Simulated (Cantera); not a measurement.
## Silicon carbide growth: SiF4 + C2H2 + H2 + C3H8

Charge: 1 mol SiF4, 0.055 mol C2H2, 260 mol H2, 0.0034 mol C3H8, at 1225 °C and 13300 Pa.

Equilibrium computed with Cantera from the NASA thermochemical tables; the gas is ideal and each condensed phase is pure. Candidate condensed phases: C, C6H6, C7H8, C8H18, Si, SiC; 113 gas species. The tables' values for SiF3, SiF2 are old estimates; treat these amounts as uncertain. Rates play no part.

The x(H2) is 0.994. The x(HF) is 0.00291 and the x(SiF4) comes out as 0.00225. The x(SiF3) is 0.000664. The x(SiHF3) is 0.000371 and the x(SiF2) is 0.000112. The x(CH4) comes out as 6.00e-5 and the x(H) is 4.69e-5. The x(SiH2F2) comes out as 2.79e-5 and the n(SiC(s)) is 0.104 mol. The gas amount is 261.3 mol, the log10 activity of C(graphite) (absent) is -0.76 and the log10 activity of Si(s) (absent) is -1.39.
